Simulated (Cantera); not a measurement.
# Low-pressure radical oxidation in H2/O2

A perfectly stirred reactor is fed with H2 : O2 = 0.022 : 1 (molar parts), at 0.0190 bar; it is held at 1175 K, and followed from long to short residence time.

Cantera simulation using the H2/O2 subset of GRI-Mech 3.0, which has no nitrogen chemistry; the numbers are that mechanism's predictions, not measurements. Radical loss at walls, strong at low pressure, is not modelled.

```tsv
τ (s)	x H2	x O2	x O	x OH	x H
26	1.15e-5	0.978	0.000199	0.000170	2.55e-6
12	1.84e-5	0.978	0.000331	0.000219	5.49e-6
5.3	2.98e-5	0.978	0.000565	0.000288	1.23e-5
2.4	4.73e-5	0.977	0.000940	0.000374	2.66e-5
1.1	7.40e-5	0.976	0.00153	0.000484	5.61e-5
0.50	0.000116	0.975	0.00246	0.000624	0.000117
0.22	0.000185	0.974	0.00391	0.000808	0.000240
0.10	0.000292	0.972	0.00579	0.00102	0.000453
0.046	0.000466	0.969	0.00798	0.00128	0.000782
0.021	0.000769	0.967	0.0101	0.00158	0.00123
0.0095	0.00133	0.965	0.0115	0.00193	0.00175
```
x: mole fraction; the columns are a selection and need not sum to one.
